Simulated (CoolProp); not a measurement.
C3F8 (R218) along the isotherm 110.55 °C: fugacity coefficient from the reference equation and from simpler models built on Tc = 71.9 °C, pc = 2640 kPa, ω = 0.317; each cubic takes its own stable root.

Computed with CoolProp (reference Helmholtz-energy equation of state, Lemmon 2006). It is a short technical equation, of lower accuracy than the large ones.

| p (kPa) | phase | reference | van der Waals | Redlich-Kwong | Soave-Redlich-Kwong | Peng-Robinson |
|---|---|---|---|---|---|---|
| 396 | gas | 0.9667 | 0.9658 | 0.9629 | 0.9655 | 0.9606 |
| 792 | gas | 0.9336 | 0.9319 | 0.9264 | 0.9316 | 0.9223 |
| 1190 | gas | 0.9005 | 0.8980 | 0.8904 | 0.8982 | 0.8849 |
| 1580 | gas | 0.8684 | 0.8648 | 0.8557 | 0.8661 | 0.8493 |
| 1980 | gas | 0.8356 | 0.8309 | 0.8207 | 0.8337 | 0.8138 |
| 2380 | gas | 0.8030 | 0.7968 | 0.7861 | 0.8020 | 0.7793 |
| 2770 | supercritical | 0.7715 | 0.7632 | 0.7529 | 0.7716 | 0.7467 |
| 3170 | supercritical | 0.7395 | 0.7283 | 0.7192 | 0.7410 | 0.7142 |
| 3560 | supercritical | 0.7087 | 0.6934 | 0.6867 | 0.7119 | 0.6837 |
| 3960 | supercritical | 0.6779 | 0.6575 | 0.6542 | 0.6829 | 0.6536 |
